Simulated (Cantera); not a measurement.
## Diamond growth

A diamond (100) surface in a fixed gas of H2 with x(CH4) = 0.014, x(H) = 0.00028, at 950 K, 68.3 Torr; coverages are run to steady state.

Computed with Cantera and the Harris–Goodwin 1993 mechanism for the reconstructed diamond (100) surface.

```json
[
 {"x(CH3)": "1e-06", "growth (µm/h)": "0.0321", "θ c6HH": "0.649", "θ c6H*": "0.0139", "θ c6*H": "0.329", "θ c6**": "0.00562", "θ c6HM": "0.00205"},
 {"x(CH3)": "2.5e-06", "growth (µm/h)": "0.0800", "θ c6HH": "0.646", "θ c6H*": "0.0138", "θ c6*H": "0.328", "θ c6**": "0.00559", "θ c6HM": "0.00511"},
 {"x(CH3)": "6.4e-06", "growth (µm/h)": "0.203", "θ c6HH": "0.640", "θ c6H*": "0.0137", "θ c6*H": "0.324", "θ c6**": "0.00551", "θ c6HM": "0.0129"},
 {"x(CH3)": "1.6e-05", "growth (µm/h)": "0.493", "θ c6HH": "0.624", "θ c6H*": "0.0133", "θ c6*H": "0.316", "θ c6**": "0.00534", "θ c6HM": "0.0314"},
 {"x(CH3)": "4e-05", "growth (µm/h)": "1.15", "θ c6HH": "0.589", "θ c6H*": "0.0125", "θ c6*H": "0.298", "θ c6**": "0.00494", "θ c6HM": "0.0736"},
 {"x(CH3)": "0.0001", "growth (µm/h)": "2.49", "θ c6HH": "0.517", "θ c6H*": "0.0110", "θ c6*H": "0.260", "θ c6**": "0.00413", "θ c6HM": "0.159"},
 {"x(CH3)": "0.00026", "growth (µm/h)": "4.76", "θ c6HH": "0.395", "θ c6H*": "0.00829", "θ c6*H": "0.197", "θ c6**": "0.00281", "θ c6HM": "0.304"},
 {"x(CH3)": "0.00065", "growth (µm/h)": "7.26", "θ c6HH": "0.260", "θ c6H*": "0.00533", "θ c6*H": "0.126", "θ c6**": "0.00145", "θ c6HM": "0.465"},
 {"x(CH3)": "0.0016", "growth (µm/h)": "9.24", "θ c6HH": "0.153", "θ c6H*": "0.00296", "θ c6*H": "0.0703", "θ c6**": "0.000542", "θ c6HM": "0.594"}
]
```
θ: site fractions in the mechanism's names (c6HH fully hydrogenated, c6H* and c6*H radical sites, c6** diradical, c6HM methylated).
